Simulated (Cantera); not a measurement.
Catalytic stagnation flow on Pt

A jet of CH₄ : O₂ : N₂ = 0.011 : 0.12 : 0.79 (molar parts) at 300 K and 0.0860 bar hits a platinum plate 3.1 cm away at a mass flux of 0.03 kg/m²/s; the plate temperature is set and raised in steps from an oxygen-covered start.

Computed with Cantera and Deutschmann's 1995 Pt surface mechanism with GRI-Mech 3.0 gas chemistry. Catalytic surfaces can have several steady states; this one follows from the mechanism file's or the stated starting coverage.

```
plate T (K)  wall x CH₄  wall x O₂  wall x H₂O  wall x OH  wall x CO  wall x CO₂  θ free Pt   θ O*
-----------  ----------  ---------  ----------  ---------  ---------  ----------  ---------  -----
900             0.00797      0.122     0.00742    1.88e-8    2.99e-6     0.00485      0.196  0.803
950             0.00617      0.118      0.0107    6.08e-8    3.19e-6     0.00702      0.261  0.738
1000            0.00471      0.115      0.0134    1.68e-7    3.28e-6     0.00880      0.329  0.670
1050            0.00363      0.113      0.0154    4.09e-7    3.35e-6      0.0101      0.397  0.602
1100            0.00286      0.111      0.0168    8.97e-7    3.46e-6      0.0110      0.464  0.536
```
x: mole fraction at the wall; θ: surface coverage.
